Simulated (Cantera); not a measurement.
A closed system holds: 1 mol TEOS, 4.5 mol H2O, 3.3 mol N2, at 0.133 bar.

Cantera equilibrium calculation (NASA polynomials, part measured and part estimated; ideal gas, pure solids and liquids). Candidate condensed phases: C, C6H6, C7H8, C8H18, H2O, Si, SiC, SiO2, Si2N2O, Si3N4; 151 gas species. The feed counts by its element totals alone. The tables hold silica as quartz up to 1696 K and as liquid above; real silica turns to tridymite and cristobalite and melts near 1996 K. The numbers say what is thermodynamically allowed, not how fast it happens.

Over these rows the condensed part is C(graphite) + SiO2(β-quartz). Partial pressures as log10 of bar:

```json
[
 {"T (K)": "948", "1000/T (1/K)": "1.0549", "log p CO2": "-2.77", "log p H2": "-1.11", "log p CO": "-1.51", "log p N2": "-1.73"},
 {"T (K)": "998", "1000/T (1/K)": "1.0020", "log p CO2": "-3.17", "log p H2": "-1.10", "log p CO": "-1.47", "log p N2": "-1.73"},
 {"T (K)": "1048", "1000/T (1/K)": "0.9542", "log p CO2": "-3.57", "log p H2": "-1.10", "log p CO": "-1.46", "log p N2": "-1.74"},
 {"T (K)": "1098", "1000/T (1/K)": "0.9107", "log p CO2": "?", "log p H2": "-1.10", "log p CO": "-1.45", "log p N2": "-1.74"},
 {"T (K)": "1148", "1000/T (1/K)": "0.8711", "log p CO2": "-4.29", "log p H2": "-1.10", "log p CO": "-1.45", "log p N2": "-1.74"},
 {"T (K)": "1198", "1000/T (1/K)": "0.8347", "log p CO2": "-4.61", "log p H2": "-1.10", "log p CO": "-1.45", "log p N2": "-1.74"}
]
```

Task: Fit log p(CO2) = a + b·(1000/T) to the five rows, give the apparent enthalpy, and predict the row at 1098 K.

Result: Means: 1000/T = 0.9434, log p = -3.682. Sxy = 0.277733, Sxx = 0.0330258, so b = 8.41 and a = -3.682 − (8.41)×0.9434 = -11.62.
Apparent enthalpy: −19.145 × (8.41) = -161 kJ/mol. With the condensed phases at unit activity, 2 CO(g) = CO2(g) + C(graphite) links this pressure to the main gases: over the six rows their terms move log p by +0.12 in all, so the slope isn't that reaction's ΔH° alone. The five rows lie within 0.03 of the line.
Prediction at 1098 K: -11.62 + (8.41)×0.9107 = -3.96. The computed value is -3.94, 0.02 from the line.
